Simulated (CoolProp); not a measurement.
A simple Rankine cycle with water: condensing at 326.15 K, boiler at 12.8 MPa, turbine inlet 642.5 K, turbine efficiency 0.9, pump efficiency 0.7, no recuperator. Each further row changes one setting.

Computed with CoolProp (reference Helmholtz-energy equation of state, Wagner 2002).

```tsv
case	thermal efficiency (%)	net work (kJ/kg)	heat in (kJ/kg)	turbine exit temperature (K)	volume ratio over the turbine
as stated	33.9	905	2670	326.1	452
turbine inlet 662.5 K	34.2	943	2750	326.1	[?]
condensing temperature 318.15 K	34.9	943	2700	318.1	651
boiler pressure 8.96 MPa	33.1	[?]	2790	326.1	297
turbine efficiency 0.8	30.1	[?]	2670	326.1	[?]
```

Question: What belongs in the gaps?

Answer: 
- turbine inlet 662.5 K, volume ratio over the turbine: 427
- boiler pressure 8.96 MPa, net work (kJ/kg): 924
- turbine efficiency 0.8, net work (kJ/kg): 803
- turbine efficiency 0.8, volume ratio over the turbine: 478

The expansion ends wet for: as stated; turbine inlet 662.5 K; condensing temperature 318.15 K; boiler pressure 8.96 MPa; turbine efficiency 0.8.
